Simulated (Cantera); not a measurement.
A perfectly stirred reactor is fed with CH4 : CO : O2 : N2 = 1 : 0.043 : 2.41 : 12.5 (molar parts), equivalence ratio 0.84, at 0.987 atm; it is adiabatic with a 700 K inlet, and is followed from long to short residence time, starting on the burning branch (τ in s: 0.42, 0.19, 0.09, 0.042, 0.019, 0.0089, 0.0041, 0.0019, 0.00089, 0.00041, 0.00019, 8.8e-05).

Detailed kinetics in Cantera: GRI-Mech 3.0 (53 species, 325 reactions).

Question: Predict: blow-out, bracketed by the residence times tried; x(CH4) at τ = 0.420 s; x(CO) at τ = 0.420 s; x(O2) at τ = 0.420 s; x(O) at τ = 0.420 s; x(CH4) at τ = 4.10 ms; x(CO) at τ = 4.10 ms; x(O2) at τ = 4.10 ms; x(CH2CO) at τ = 4.10 ms; x(O) at τ = 4.10 ms.

Answer: 
```
Quantity                                                                          Result
------------------------------------------------  --------------------------------------
blow-out, bracketed by the residence times tried  burning at 88.0 µs, the shortest tried
x(CH4) at τ = 0.420 s                                                            1.42e-6
x(CO) at τ = 0.420 s                                                             0.00109
x(O2) at τ = 0.420 s                                                              0.0242
x(O) at τ = 0.420 s                                                             0.000193
x(CH4) at τ = 4.10 ms                                                            4.12e-5
x(CO) at τ = 4.10 ms                                                             0.00710
x(O2) at τ = 4.10 ms                                                              0.0277
x(CH2CO) at τ = 4.10 ms                                                          1.09e-8
x(O) at τ = 4.10 ms                                                              0.00143
```
